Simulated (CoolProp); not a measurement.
Propylene at 507.92 K and 0.299 MPa is throttled through a valve to 0.124 MPa with no heat exchange. Each further row changes one setting.

Values from CoolProp's reference Helmholtz-energy equation of state, Lemmon 2013.

```tsv
case	temperature change (K)	final density (kg/m³)
as stated	-0.7	1.24
outlet pressure 0.0372 MPa	…	…
outlet pressure 0.161 MPa	…	…
```

Q: Fill in the missing entries.

A: 
- outlet pressure 0.0372 MPa, temperature change (K): -1.0
- outlet pressure 0.0372 MPa, final density (kg/m³): 0.372
- outlet pressure 0.161 MPa, temperature change (K): -0.6
- outlet pressure 0.161 MPa, final density (kg/m³): 1.61
